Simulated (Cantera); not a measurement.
A Cantera script and what it prints.

```python
import numpy as np
import cantera as ct

gas_names = """
    Br Br2 H HBr H2 Si SiBr SiBr2 SiBr3 SiBr4 SiH SiHBr3 SiH2 SiH2Br2 SiH3 SiH3Br SiH4 Si2 Si3
""".split()
cond_names = """
    Br2(cr) Br2(L) Si(cr) Si(L)
""".split()


def load(file, names, dense=False):
    # The tables refer to 1 bar. Condensed volumes are neglected.
    table = {s.name: s for s in ct.Species.list_from_file(file)}
    out = []
    for n in names:
        d = dict(table[n].input_data)
        d["thermo"] = dict(d["thermo"], **{"reference-pressure": 1e5})
        if dense:
            d["equation-of-state"] = {"model": "constant-volume", "density": "1e6 g/cm^3"}
        out.append(ct.Species.from_dict(d))
    return out


gas = ct.Solution(thermo="ideal-gas", species=load("nasa_gas.yaml", gas_names))
cond = {s.name: ct.Solution(thermo="fixed-stoichiometry", species=[s], name=s.name)
        for s in load("nasa_condensed.yaml", cond_names, dense=True)}
atoms = {
    'Si': {'Si': 1},
    'HBr': {'H': 1, 'Br': 1},
}
top_T = {}  # K; cautious upper limits of use, not melting points


def equilibrate(T, P, feed):
    n = {}
    for name, mol in feed.items():
        for a, k in atoms[name].items():
            n[a] = n.get(a, 0.0) + k * mol
    gas.TPX = T, P, n
    mass = sum(n.values()) * gas.mean_molecular_weight
    gas.equilibrate("TP")
    valid = [c for c in cond.values() if c.min_temp <= T <= top_T.get(c.name, c.max_temp)]
    mix = ct.Mixture([(gas, mass / gas.mean_molecular_weight)] + [(c, 0.0) for c in valid])
    mix.T, mix.P = T, P
    mix.equilibrate("TP", solver="vcs", rtol=1e-11, max_steps=5000)
    return mix


results = []
T = 650  # K
P = 57000  # Pa
for m in [3.6, 4.4, 5.4, 6.7, 8.2, 10, 12, 15, 19, 23]:
    feed = {'Si': 1, 'HBr': m}  # mol
    mix = equilibrate(T, P, feed)
    results.append((T, P, feed, dict(zip(mix.species_names, mix.species_moles))))

top = {s: max(r[3][s] / sum(r[3][g] for g in gas_names) for r in results) for s in gas_names}
cols = sorted((s for s in top if top[s] > 0.0001), key=lambda s: -top[s])[:8]
seen = [c for c in cond_names if any(r[3].get(c, 0) > 1e-12 for r in results)]
print("log10 of partial pressures in bar; condensed amounts in mol")
print(f"{'n(HBr)':>10s}" + "".join(f"{s[:9]:>10s}" for s in cols + seen))
for T, P, feed, n in results:
    ng = sum(n[g] for g in gas_names)
    print(f"{feed['HBr']:10.4g}" + "".join(f"{np.log10(max(n[s] / ng * P / 1e5, 1e-99)):10.3f}" for s in cols)
          + "".join(f"{n.get(c, 0):10.4g}" for c in seen))
```

Output:

```
log10 of partial pressures in bar; condensed amounts in mol
    n(HBr)       HBr        H2     SiBr4    SiHBr3   SiH2Br2    Si(cr)
       3.6    -3.621    -0.425    -0.740    -1.920    -3.435   0.08524
       4.4    -1.173    -0.475    -0.776    -4.452    -8.464         0
       5.4    -0.741    -0.587    -0.888    -5.108    -9.664         0
       6.7    -0.569    -0.699    -1.000    -5.506   -10.346         0
       8.2    -0.478    -0.800    -1.101    -5.799   -10.832         0
        10    -0.420    -0.897    -1.198    -6.051   -11.238         0
        12    -0.382    -0.984    -1.286    -6.263   -11.575         0
        15    -0.349    -1.089    -1.390    -6.506   -11.957         0
        19    -0.323    -1.198    -1.499    -6.750   -12.335         0
        23    -0.308    -1.286    -1.587    -6.939   -12.628         0
```

Method: chemical equilibrium by Gibbs-energy minimisation in Cantera with the NASA 1993 tables (ideal gas, pure condensed phases).
